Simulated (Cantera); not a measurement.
A Cantera script and what it prints.

```python
import numpy as np
import cantera as ct

gas_names = """
    H H2 H2S N NH NH2 NH3 N2 N2H2 N2H4 Pb PbS Pb2 S SH SN S2 S8
""".split()
cond_names = """
    Pb(cr) Pb(L) PbS(s) PbS(L) S(cr1) S(cr2) S(L)
""".split()


# ... load() reads the species with a 1 bar reference pressure and builds the phases ...
atoms = {
    'PbS': {'Pb': 1, 'S': 1},
    'H2': {'H': 2},
    'N2': {'N': 2},
}
top_T = {}  # K; cautious upper limits of use, not melting points


# ... equilibrate(T, P, feed) seeds the gas with the atoms and calls Mixture.equilibrate('TP', solver="vcs", rtol=1e-11, max_steps=5000) ...
results = []
feed = {'PbS': 1, 'H2': 570, 'N2': 1.9}  # mol
T = 2048  # K
P = 63  # Pa
mix = equilibrate(T, P, feed)
results.append((T, P, feed, dict(zip(mix.species_names, mix.species_moles))))
print(gas.report(threshold=0.0001))
for i in range(1, mix.n_phases):
    print(f"{mix.phase(i).name:16s} {mix.phase_moles(i):12.5e} mol")
```

It prints:

```
       temperature   2048 K
          pressure   63 Pa
           density   8.9017e-06 kg/m^3
  mean mol. weight   2.406 kg/kmol
   phase of matter   gas

                          1 kg             1 kmol
                     ---------------   ---------------
          enthalpy        3.0037e+07         7.227e+07  J
   internal energy         2.296e+07        5.5242e+07  J
           entropy        1.0421e+05        2.5074e+05  J/K
    Gibbs function       -1.8339e+08       -4.4124e+08  J
 heat capacity c_p             13791             33181  J/K
 heat capacity c_v             10335             24866  J/K

                      mass frac. Y      mole frac. X     chem. pot. / RT
                     ---------------   ---------------   ---------------
                 H          0.035625          0.085035           -13.511
                H2           0.76123            0.9085           -27.022
                N2          0.036922         0.0031711           -40.144
                Pb           0.14341         0.0016653           -26.091
                 S          0.014055         0.0010548           -21.035
                SH         0.0063627        0.00046295           -34.546
     [  +12 minor]         0.0023908        0.00011373

Pb(L)             0.00000e+00 mol
PbS(L)            0.00000e+00 mol
S(L)              0.00000e+00 mol
```

These are equilibrium values from Cantera (NASA tables, ideal gas, pure condensed phases), not measurements of a reactor.
